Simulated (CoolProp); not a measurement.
50 sccm (0 °C, 1 atm) of nitrogen bubbles through liquid n-undecane at 370.5 K and leaves saturated at a total pressure of 0.0649 MPa (ideal gas phase). Each further row changes one setting.

Model: reference Helmholtz-energy equation of state, Aleksandrov 2011, in CoolProp. It is a short technical equation, of lower accuracy than the large ones.

| case | vapour pressure (kPa) | mole fraction of vapour | delivery (mg/min) | delivery (sccm) | change of delivery for a bath 1 K warmer (%) |
|---|---|---|---|---|---|
| as stated | 3.94 | 0.0607 | 22.5 | 3.23 | 4.8 |
| bath temperature 375.5 K | 4.90 | 0.0754 | 28.4 | 4.08 | 4.7 |
| total pressure 0.13 MPa | 3.94 | 0.0303 | 10.9 | 1.56 | 4.7 |
